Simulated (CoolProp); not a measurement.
A single-stage vapour-compression cycle with the fluid: evaporating at 321.15 K (dew point), condensing at 388.15 K (bubble point), superheat 0 K, subcooling 8 K, compressor efficiency 0.85, no pressure losses. The same conditions are run with several fluids, on thermodynamics alone (safety and materials aside).

Computed with CoolProp (reference Helmholtz-energy equation of state of each fluid (isobutene: Lemmon 2005; R114: Platzer 1990; cis-2-butene: Lemmon 2005; dimethyl carbonate: Zhou 2011; R123: Younglove 1994; trans-2-butene: Lemmon 2005)). The equations of Platzer and Polt are older, rougher fits.

Q: Rank isobutene, R114, cis-2-butene, dimethyl carbonate, R123, trans-2-butene by cooling COP, highest first.

A: dimethyl carbonate (3.43), R123 (3.01), cis-2-butene (2.90), trans-2-butene (2.78), isobutene (2.58), R114 (2.39)

```json
[
 {"fluid": "isobutene", "pressure ratio": "4.16", "discharge temperature (K)": "388.2", "refrigerating effect (kJ/kg)": "168", "volumetric capacity (kJ/m³)": "2370"},
 {"fluid": "R114", "pressure ratio": "4.48", "discharge temperature (K)": "388.1", "refrigerating effect (kJ/kg)": "53.1", "volumetric capacity (kJ/m³)": "1620"},
 {"fluid": "cis-2-butene", "pressure ratio": "4.48", "discharge temperature (K)": "390.2", "refrigerating effect (kJ/kg)": "215", "volumetric capacity (kJ/m³)": "2140"},
 {"fluid": "dimethyl carbonate", "pressure ratio": "9.87", "discharge temperature (K)": "388.8", "refrigerating effect (kJ/kg)": "290", "volumetric capacity (kJ/m³)": "211"},
 {"fluid": "R123", "pressure ratio": "5.42", "discharge temperature (K)": "388.2", "refrigerating effect (kJ/kg)": "96.5", "volumetric capacity (kJ/m³)": "1190"},
 {"fluid": "trans-2-butene", "pressure ratio": "4.39", "discharge temperature (K)": "388.1", "refrigerating effect (kJ/kg)": "197", "volumetric capacity (kJ/m³)": "2150"}
]
```

The compression ends wet for: isobutene; R114; R123; trans-2-butene.
